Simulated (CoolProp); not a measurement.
Vapour-liquid equilibrium of R152A (1) + isobutene (2) at 1 bar; x and y are mole fractions of (1).

Values from CoolProp's multi-fluid Helmholtz-energy mixture model, Outcalt 1996 and Lemmon 2005; pair parameters Bell 2016.

Give the bubble temperature and the first vapour's composition at x = 0.75, 0.85, 0.95. Is there an azeotrope?

x = 0.75: 247.8 K, y = 0.773; x = 0.85: 247.8 K, y = 0.836; x = 0.95: 248.3 K, y = 0.931. y crosses x between x = 0.75 and 0.85: the model has an azeotrope there.

The pair parameters rest on a limited set of measurements; away from them the model extrapolates.
